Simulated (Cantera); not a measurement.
A perfectly stirred reactor is fed with CH₃OH : O₂ : N₂ = 1 : 1.95 : 7.32 (molar parts), equivalence ratio 0.77, at 1.20 bar; it is adiabatic with a 500 K inlet, and is followed from long to short residence time, starting on the burning branch (τ in s: 0.16, 0.069, 0.03, 0.013, 0.0055, 0.0024, 0.001, 0.00045, 0.00019, 8.3e-05, 3.6e-05).

Cantera simulation using GRI-Mech 3.0 (53 species, 325 reactions); the numbers are that mechanism's predictions, not measurements. GRI-Mech 3.0 was tuned for natural gas; its chemistry of methanol as a main component is partial and can be far from experiment.

**Question.** Predict: blow-out, bracketed by the residence times tried; x(CH₃OH) at τ = 0.160 s; x(O₂) at τ = 0.160 s; x(HCN) at τ = 0.160 s; x(OH) at τ = 0.160 s; x(CH₃OH) at τ = 2.40 ms; x(O₂) at τ = 2.40 ms; x(HCN) at τ = 2.40 ms; x(OH) at τ = 2.40 ms.

**Answer.** 
| Quantity | Result |
|---|---|
| blow-out, bracketed by the residence times tried | burning at 83.0 µs, out at 36.0 µs |
| x(CH₃OH) at τ = 0.160 s | 7.15e-7 |
| x(O₂) at τ = 0.160 s | 0.0414 |
| x(HCN) at τ = 0.160 s | 5.52e-9 |
| x(OH) at τ = 0.160 s | 0.00333 |
| x(CH₃OH) at τ = 2.40 ms | 1.73e-5 |
| x(O₂) at τ = 2.40 ms | 0.0451 |
| x(HCN) at τ = 2.40 ms | 9.63e-9 |
| x(OH) at τ = 2.40 ms | 0.00680 |
